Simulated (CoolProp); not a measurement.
Vapour-liquid equilibrium of R114 (1) + R113 (2) at 76.85 °C; x and y are mole fractions of (1).

Values from CoolProp's multi-fluid Helmholtz-energy mixture model, Platzer 1990 and Marx 1992; pair parameters Bell 2016. This equation is an older, rougher fit; its heat capacities, sound speeds and derivatives of the liquid may be far off and weren't checked against measurements.

Question: Give the bubble pressure and the first vapour's composition at x = 0.05, 0.35, 0.65. Is there an azeotrope?

Answer: x = 0.05: 0.2721 MPa, y = 0.141; x = 0.35: 0.4510 MPa, y = 0.622; x = 0.65: 0.6368 MPa, y = 0.843. No azeotrope shows between x = 0.05 and 0.95.

The pair parameters rest on a limited set of measurements; away from them the model extrapolates.
